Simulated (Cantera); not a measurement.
A closed system holds: 1 mol HMDSO, 7 mol CO2, 0.3 mol H2, equilibrated at 0.0260 bar.

Equilibrium computed with Cantera from the NASA thermochemical tables; the gas is ideal and each condensed phase is pure. Candidate condensed phases: C, C6H6, C7H8, C8H18, H2O, Si, SiC, SiO2; 123 gas species. The feed counts by its element totals alone. Equilibrium is a limit: real reactors are often held back by kinetics, nucleation or transport. All values below are at 823 K.

Base state: H2 0.481, CO 0.327, CO2 0.133, H2O 0.0541, CH4 0.00561 (mole fractions); condensed: C(graphite) + SiO2(α-quartz).

Question: What changes in the equilibrium state with this change: CO2 from 7 to 3.8 mol?

Answer: 
| species | before | after |
|---|---|---|
| H2 | 0.481 | 0.675 |
| CO | 0.327 | 0.210 |
| CO2 | 0.133 | 0.0550 |
| CH4 | 0.00561 | 0.0111 |
| H2O | 0.0541 | 0.0488 |
| C(graphite), mol | 5.09 | 6.36 |
| SiO2(α-quartz), mol | 2.00 | 2.00 |
